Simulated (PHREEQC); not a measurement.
Consider water at 25 °C with 0.003 mol HF, 0.01 mol NH4F and 0.0011 mol H2SO4 per kg of water. Closed to the air; pH follows from the charge balance.

Equilibrium calculation in PHREEQC: ion-association model, phreeqc.dat.

Each row changes one thing in this solution. This is a speciation only: nothing precipitates in the calculation.

| case | pH | ionic strength (mol/kgw) | F- (mol/kgw) | HF (mol/kgw) | SO4-2 (mol/kgw) | HF2- (mol/kgw) |
|---|---|---|---|---|---|---|
| as made | 3.38 | 0.0114 | 0.00815 | 0.00457 | 0.000989 | 0.000143 |
| diluted 100-fold with water | 4.36 | 0.000155 | 0.000122 | 7.85e-6 | 1.09e-5 | 3.68e-9 |
| NH4F from 0.01 to 0.005 mol/kgw | … | 0.00684 | 0.00370 | 0.00419 | 0.000993 | 5.94e-5 |
| temperature from 25 to 35 °C | 3.45 | 0.0113 | 0.00807 | 0.00462 | 0.000988 | 0.000153 |
| 0.015 mol/kgw TMAH added | 10.52 | 0.0167 | 0.0130 | 5.15e-10 | 0.00110 | … |
| NH4F from 0.01 to 0.001 mol/kgw | 2.70 | 0.00405 | 0.00105 | 0.00292 | 0.000942 | 1.18e-5 |
| NH4F left out | … | 0.00359 | 0.000658 | 0.00233 | 0.000915 | 5.89e-6 |
| NH4F replaced by NaHF2 at the same molality | 2.94 | 0.0122 | 0.00867 | 0.0134 | 0.000988 | 0.000446 |

Fill in the missing entries.


- NH4F from 0.01 to 0.005 mol/kgw, pH: 3.08
- 0.015 mol/kgw TMAH added, HF2- (mol/kgw): 2.57e-11
- NH4F left out, pH: 2.60

(CH3)4N+ isn't in the database: it is added as a free cation with an ion size of 4 Å.
